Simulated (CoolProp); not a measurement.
The fluid at 377.96 K and 0.398 MPa is compressed adiabatically to 1.59 MPa with isentropic efficiency 0.6. The same conditions are run with several fluids, on thermodynamics alone (safety and materials aside).

Values from CoolProp's reference Helmholtz-energy equation of state of each fluid (R11: Jacobsen 1992; cis-2-butene: Lemmon 2005; c-C4F8 (RC318): Platzer 1990; R245fa: Akasaka 2015). The equations of Platzer and Polt are older, rougher fits.

| fluid | work (kJ/kg) | final temperature (K) | final density (kg/m³) |
|---|---|---|---|
| R11 | 50.6 | 468.5 | ? |
| cis-2-butene | ? | ? | 27.0 |
| c-C4F8 (RC318) | ? | 422.2 | ? |
| R245fa | ? | 436.2 | ? |

**Question.** Some entries are withheld; supply them.

**Answer.** 
- R11, final density (kg/m³): 65.0
- cis-2-butene, work (kJ/kg): 125
- cis-2-butene, final temperature (K): 453.4
- c-C4F8 (RC318), work (kJ/kg): 33.7
- c-C4F8 (RC318), final density (kg/m³): 107
- R245fa, work (kJ/kg): 50.7
- R245fa, final density (kg/m³): 69.1
